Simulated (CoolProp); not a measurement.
Vapour-liquid equilibrium of R227EA (1) + isobutene (2) at -69.25 °C; x and y are mole fractions of (1).

Model: multi-fluid Helmholtz-energy mixture model, Lemmon 2016 and Lemmon 2005; pair parameters Bell 2016, in CoolProp.

| x | bubble pressure, mixture model (kPa) | bubble pressure, Raoult's law (kPa) | y, mixture model | y, Raoult's law |
|---|---|---|---|---|
| 0.05 | 4.851 | 3.710 | 0.281 | 0.066 |
| 0.15 | 6.048 | 3.837 | 0.461 | 0.192 |
| 0.25 | 6.466 | 3.964 | 0.517 | 0.310 |
| 0.35 | 6.594 | 4.090 | 0.538 | 0.420 |
| 0.45 | 6.633 | 4.217 | 0.548 | 0.524 |
| 0.55 | 6.648 | 4.344 | 0.558 | 0.622 |
| 0.65 | 6.627 | 4.471 | 0.578 | 0.714 |
| 0.75 | 6.509 | 4.597 | 0.618 | 0.802 |
| 0.85 | 6.178 | 4.724 | 0.697 | 0.884 |
| 0.95 | 5.472 | 4.851 | 0.856 | 0.962 |

The largest gap from Raoult's law is +63.1 % in bubble pressure, at x = 0.25. y crosses x between x = 0.55 and 0.65: the model has an azeotrope there.

The pair parameters rest on a limited set of measurements; away from them the model extrapolates. With so large a gap from Raoult's law the liquid may split in two, which this calculation doesn't test in full.
